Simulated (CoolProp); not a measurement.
cis-2-butene at several states: Z from the reference equation and from simpler models built on Tc = 435.8 K, pc = 42.36 bar, ω = 0.202; each cubic takes its own stable root.

The numbers come from the reference Helmholtz-energy equation of state, Lemmon 2005 in CoolProp. It is a short technical equation, of lower accuracy than the large ones.

```tsv
T (K)	p (bar)	phase	reference
145	0.419	liquid	0.002503
198.7	30.7	liquid	0.1438
355.5	230	liquid	0.7422
206.5	2.83	liquid	0.01293
```

How far does each simpler model (Redlich-Kwong, Soave-Redlich-Kwong) lie from the reference over these 4 states: mean and median of the absolute difference, and the worst?


- Redlich-Kwong: mean 10.0 %, median 10.2 %, worst +12.0 % at 145 K and 0.419 bar
- Soave-Redlich-Kwong: mean 8.9 %, median 9.1 %, worst +11.7 % at 145 K and 0.419 bar
